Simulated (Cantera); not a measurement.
Thermodynamics of sublimation and decomposition of ceramics, feed AlN + H₂

Input: 1 mol AlN, 0.5 mol H₂, equilibrated at 101000 Pa.

Cantera equilibrium calculation (NASA polynomials, part measured and part estimated; ideal gas, pure solids and liquids). Candidate condensed phases: Al, AlN; 26 gas species. Ions and electrons are included (thermal ionisation). Rates play no part.

```tsv
T (K)	log p Al	log p H	log p N₂	log p H₂	log p N	log p AlH	log p Al+	log p e-
3000	-0.32	-1.15	-0.61	-0.69	-5.16	-1.86	-4.31	-4.32
3500	-0.35	-0.69	-0.64	-0.91	-3.98	-2.18	-3.52	-3.53
4000	-0.38	-0.48	-0.68	-1.36	-3.09	-2.57	-2.93	-2.93
4500	-0.39	-0.42	-0.69	-1.91	-2.39	-2.96	-2.45	-2.46
5000	-0.41	-0.41	-0.71	-2.43	-1.84	-3.32	-2.07	-2.07
```
log p: log10 of the partial pressure in bar; nothing condenses.

From 3000 K to 5000 K nothing is condensed. The main Al-bearing gas is Al throughout.
